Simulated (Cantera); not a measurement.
Si + Br₂ + N₂ (silicon etching in halogen gases)

A closed system holds: 1 mol Si, 7.8 mol Br₂, 8.2 mol N₂, at 10.0 mbar.

These are equilibrium values from Cantera (NASA tables, ideal gas, pure condensed phases), not measurements of a reactor. Candidate condensed phases: Br₂, Si, Si₃N₄; 13 gas species. The tables' values for SiBr₃ are old estimates; treat these amounts as uncertain. Equilibrium is a limit: real reactors are often held back by kinetics, nucleation or transport.

| T (K) | x Br | x N₂ | x Br₂ | x SiBr₄ | x SiBr₂ |
|---|---|---|---|---|---|
| 500 | 2.94e-7 | 0.547 | 0.387 | 0.0667 | <1e-12 |
| 600 | 1.44e-5 | 0.547 | 0.387 | 0.0667 | <1e-12 |
| 700 | 0.000232 | 0.547 | 0.387 | 0.0667 | <1e-12 |
| 800 | 0.00188 | 0.546 | 0.385 | 0.0666 | <1e-12 |
| 900 | 0.00955 | 0.544 | 0.380 | 0.0663 | <1e-12 |
| 1000 | 0.0345 | 0.537 | 0.363 | 0.0655 | 2.34e-11 |
| 1100 | 0.0950 | 0.521 | 0.321 | 0.0635 | 1.75e-9 |
| 1200 | 0.204 | 0.491 | 0.245 | 0.0599 | 7.20e-8 |
| 1300 | 0.341 | 0.453 | 0.150 | 0.0552 | 2.10e-6 |
| 1400 | 0.454 | 0.422 | 0.0720 | 0.0512 | 5.08e-5 |
| 1500 | 0.516 | 0.405 | 0.0298 | 0.0468 | 0.000998 |
| 1600 | 0.551 | 0.389 | 0.0125 | 0.0316 | 0.0108 |
| 1700 | 0.580 | 0.369 | 0.00572 | 0.00800 | 0.0320 |
x: gas mole fraction; nothing condenses.

From 500 K to 1700 K nothing is condensed. The main Si-bearing gas is SiBr₄ at 500 K and SiBr₂ at 1700 K.
